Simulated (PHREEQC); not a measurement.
A made-up water analysis in mg/kgw, 75 °C, pH 6.72, pe 11:

| constituent | mg/kgw |
|---|---|
| Na | 0.192 |
| K | 0.0336 |
| Ca | 0.668 |
| Mg | 0.0546 |
| Cl | 0.293 |
| S(6) as SO4 | 1 |
| Alkalinity as HCO3 | 1.18 |
| Cu(2) | 0.0496 |
| Ni | 0.000487 |

Valence states are taken as typed.

Computed with PHREEQC (ion-association model, wateq4f.dat).

No solid was allowed to form.

Problem. What charge-balance error does the model give?

Solution. charge-balance error 0.2 %.

Problem. In which forms is C present?

Solution. HCO3- 72 %, CO2 28 % of the C.

Examples of supersaturated solids here: Tenorite (slow to form). Others may be too. At this temperature some constants are extrapolated from 25 °C, and those without enthalpy data are left unchanged. The database's constant for dissolved Cu(OH)2 is higher than later reviews accept.
